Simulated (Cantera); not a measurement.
## Equilibrium for thermal oxidation and active oxidation of silicon: Si + CO₂ + H₂ + H₂O

A closed system holds: 1 mol Si, 0.016 mol CO₂, 16 mol H₂, 2 mol H₂O, at 1048.15 K and 0.0315 Torr.

These are equilibrium values from Cantera (NASA tables, ideal gas, pure condensed phases), not measurements of a reactor. Candidate condensed phases: C, C₆H₆, C₇H₈, C₈H₁₈, H₂O, Si, SiC, SiO₂; 123 gas species. Rates play no part.

| Quantity | Value |
|---|---|
| x(H₂) | 0.998 |
| x(CO) | 0.000887 |
| x(H₂O) | 0.000887 |
| x(H) | 1.20e-6 |
| n(SiO₂(β-quartz)) | 1.00 mol |
| gas amount | 18.02 mol |
| log10 activity of C(graphite) (absent) | -5.11 |
| log10 activity of Si(s) (absent) | -10.94 |
